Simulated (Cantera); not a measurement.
# Si₂H₆ + N₂O + CO₂ (silicon oxide and oxynitride deposition)

Feed: 1 mol Si₂H₆, 0.55 mol N₂O, 2.4 mol CO₂, held at 13300 Pa.

Method: chemical equilibrium by Gibbs-energy minimisation in Cantera with the NASA 1993 tables (ideal gas, pure condensed phases). Candidate condensed phases: C, C₆H₆, C₇H₈, C₈H₁₈, H₂O, Si, SiC, SiO₂, Si₂N₂O, Si₃N₄; 151 gas species. The feed counts by its element totals alone. Mutual solubility and eutectic melting of coexisting phases are not modelled. The tables hold silica as quartz up to 1696 K and as liquid above; real silica turns to tridymite and cristobalite and melts near 1996 K. The numbers say what is thermodynamically allowed, not how fast it happens.

```json
[
 {"T (K)": "548", "x H₂": "0.0711", "x CO": "0.000153", "x H₂O": "0.380", "x CH₄": "0.305", "x N₂": "0.195", "x CO₂": "0.0486", "n C(graphite)": "1.40", "n SiO₂(α-quartz)": "2.00", "n SiO₂(β-quartz)": "0", "n Si₂N₂O(s)": "0"},
 {"T (K)": "648", "x H₂": "0.242", "x CO": "0.00336", "x H₂O": "0.299", "x CH₄": "0.213", "x N₂": "0.177", "x CO₂": "0.0663", "n C(graphite)": "1.52", "n SiO₂(α-quartz)": "2.00", "n SiO₂(β-quartz)": "0", "n Si₂N₂O(s)": "0"},
 {"T (K)": "748", "x H₂": "0.459", "x CO": "0.0314", "x H₂O": "0.185", "x CH₄": "0.0932", "x N₂": "0.152", "x CO₂": "0.0787", "n C(graphite)": "1.67", "n SiO₂(α-quartz)": "2.00", "n SiO₂(β-quartz)": "0", "n Si₂N₂O(s)": "0"},
 {"T (K)": "848", "x H₂": "0.577", "x CO": "0.134", "x H₂O": "0.0761", "x CH₄": "0.0284", "x N₂": "0.130", "x CO₂": "0.0546", "n C(graphite)": "1.48", "n SiO₂(α-quartz)": "0", "n SiO₂(β-quartz)": "2.00", "n Si₂N₂O(s)": "0"},
 {"T (K)": "948", "x H₂": "0.602", "x CO": "0.241", "x H₂O": "0.0187", "x CH₄": "0.00829", "x N₂": "0.117", "x CO₂": "0.0135", "n C(graphite)": "1.16", "n SiO₂(α-quartz)": "0", "n SiO₂(β-quartz)": "2.00", "n Si₂N₂O(s)": "0"},
 {"T (K)": "1048", "x H₂": "0.608", "x CO": "0.270", "x H₂O": "0.00409", "x CH₄": "0.00288", "x N₂": "0.113", "x CO₂": "0.00215", "n C(graphite)": "1.07", "n SiO₂(α-quartz)": "0", "n SiO₂(β-quartz)": "2.00", "n Si₂N₂O(s)": "0"},
 {"T (K)": "1148", "x H₂": "0.610", "x CO": "0.274", "x H₂O": "0.00107", "x CH₄": "0.00118", "x N₂": "0.113", "x CO₂": "0.000408", "n C(graphite)": "1.05", "n SiO₂(α-quartz)": "0", "n SiO₂(β-quartz)": "2.00", "n Si₂N₂O(s)": "0"},
 {"T (K)": "1248", "x H₂": "0.611", "x CO": "0.275", "x H₂O": "0.000345", "x CH₄": "0.000556", "x N₂": "0.112", "x CO₂": "9.98e-5", "n C(graphite)": "1.05", "n SiO₂(α-quartz)": "0", "n SiO₂(β-quartz)": "2.00", "n Si₂N₂O(s)": "0"},
 {"T (K)": "1348", "x H₂": "0.612", "x CO": "0.275", "x H₂O": "0.000131", "x CH₄": "0.000291", "x N₂": "0.112", "x CO₂": "3.02e-5", "n C(graphite)": "1.05", "n SiO₂(α-quartz)": "0", "n SiO₂(β-quartz)": "2.00", "n Si₂N₂O(s)": "0"},
 {"T (K)": "1448", "x H₂": "0.554", "x CO": "0.392", "x H₂O": "7.34e-5", "x CH₄": "0.000136", "x N₂": "0.0538", "x CO₂": "2.19e-5", "n C(graphite)": "0.274", "n SiO₂(α-quartz)": "0", "n SiO₂(β-quartz)": "1.48", "n Si₂N₂O(s)": "0.258"},
 {"T (K)": "1548", "x H₂": "0.535", "x CO": "0.428", "x H₂O": "7.66e-5", "x CH₄": "3.84e-5", "x N₂": "0.0358", "x CO₂": "2.20e-5", "n C(graphite)": "0", "n SiO₂(α-quartz)": "0", "n SiO₂(β-quartz)": "1.30", "n Si₂N₂O(s)": "0.349"}
]
```
x: gas mole fraction; n: condensed amount in mol.

From 548 K to 748 K the condensed part is C(graphite) + SiO₂(α-quartz). From 848 K to 1348 K the condensed part is C(graphite) + SiO₂(β-quartz). At 1448 K the condensed part is C(graphite) + SiO₂(β-quartz) + Si₂N₂O(s). At 1548 K the condensed part is SiO₂(β-quartz) + Si₂N₂O(s).
